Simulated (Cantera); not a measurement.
A jet of 5.36 % CH₄, 11.6 % O₂, 83.1 % N₂ at 300 K and 37.5 Torr hits a platinum plate 3.1 cm away at a mass flux of 0.093 kg/m²/s; the plate temperature is set and raised in steps from an oxygen-covered start.

Computed with Cantera and Deutschmann's 1995 Pt surface mechanism with GRI-Mech 3.0 gas chemistry. Catalytic surfaces can have several steady states; this one follows from the mechanism file's or the stated starting coverage.

x: mole fraction at the wall; θ: surface coverage.

| plate T (K) | wall x CH₄ | wall x O₂ | wall x H₂O | wall x OH | wall x CO | wall x CO₂ | θ free Pt | θ O* | θ OH* |
|---|---|---|---|---|---|---|---|---|---|
| 900 | 0.0417 | 0.0900 | 0.0225 | ? | 1.78e-5 | 0.0147 | 0.248 | 0.751 | 0.000971 |
| 950 | 0.0349 | 0.0754 | 0.0352 | ? | 2.13e-5 | 0.0231 | 0.331 | 0.668 | 0.00108 |
| 1000 | 0.0283 | 0.0615 | 0.0473 | ? | 2.44e-5 | 0.0312 | 0.418 | 0.581 | 0.00109 |
| 1050 | 0.0229 | 0.0501 | 0.0571 | ? | 2.76e-5 | 0.0378 | 0.505 | 0.494 | 0.00103 |
| 1100 | 0.0188 | 0.0416 | 0.0645 | ? | 3.18e-5 | 0.0427 | 0.587 | 0.412 | 0.000922 |
| 1150 | 0.0159 | 0.0354 | 0.0698 | ? | 3.75e-5 | 0.0463 | 0.663 | 0.337 | 0.000801 |
| 1200 | 0.0138 | 0.0311 | 0.0734 | ? | 4.56e-5 | 0.0488 | 0.729 | 0.270 | 0.000679 |

Some entries are withheld; supply them.


- 900, wall x OH: 3.52e-8
- 950, wall x OH: 1.17e-7
- 1000, wall x OH: 3.30e-7
- 1050, wall x OH: 8.08e-7
- 1100, wall x OH: 1.76e-6
- 1150, wall x OH: 3.49e-6
- 1200, wall x OH: 6.39e-6
